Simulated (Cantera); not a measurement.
Cantera run:

```python
import numpy as np
import cantera as ct

gas_names = """
    HCL KCL H2
""".split()
cond_names = """
    K(cr) K(L)
""".split()


# ... load() reads the species with a 1 bar reference pressure and builds the phases ...
species = {s.name: s for s in load("nasa_gas.yaml", gas_names) + load("nasa_condensed.yaml", cond_names)}
# Each term lists the table entries of one substance; the one whose range holds T is used.
reactions = {
    '2 HCl(g) + 2 K = 2 KCl(g) + H2(g)':
        [(-2, ['HCL']), (-2, ['K(cr)', 'K(L)']), (2, ['KCL']), (1, ['H2'])],
}


def pick(names, T):
    return next(species[n] for n in names if species[n].thermo.min_temp <= T <= species[n].thermo.max_temp)


results = []
for label, terms in reactions.items():
    print(label)
    print("     T/K   dH/kJ  dS/(J/K)   dG/kJ   log10 K")
    for T in [375, 475, 575, 675, 775, 875, 975, 1075, 1175, 1275, 1375]:
        used = [(nu, pick(names, T)) for nu, names in terms]
        dH = sum(nu * s.thermo.h(T) for nu, s in used) / 1e6
        dS = sum(nu * s.thermo.s(T) for nu, s in used) / 1e3
        dG = dH - T * dS / 1e3
        logK = -dG * 1e6 / (ct.gas_constant * T * np.log(10))
        results.append((label, T, dH, dS, dG, logK, [s.name for _, s in used]))
        print(f"{T:8g} {dH:8.1f} {dS:8.1f} {dG:8.1f} {logK:8.2f}")
```

Result:

```
2 HCl(g) + 2 K = 2 KCl(g) + H2(g)
     T/K   dH/kJ  dS/(J/K)   dG/kJ   log10 K
     375   -250.8     87.7   -283.7    39.52
     475   -252.6     83.6   -292.3    32.14
     575   -254.1     80.6   -300.5    27.29
     675   -255.6     78.1   -308.4    23.86
     775   -257.1     76.1   -316.1    21.30
     875   -258.7     74.2   -323.6    19.32
     975   -260.4     72.4   -330.9    17.73
    1075   -262.3     70.5   -338.1    16.43
    1175   -264.4     68.6   -345.0    15.34
    1275   -266.9     66.6   -351.8    14.41
    1375   -269.7     64.5   -358.4    13.61
```

Source: NASA polynomial tables (part measured, part estimated), evaluated in Cantera. Condensed species are held in their standard states even where they would react or evaporate.
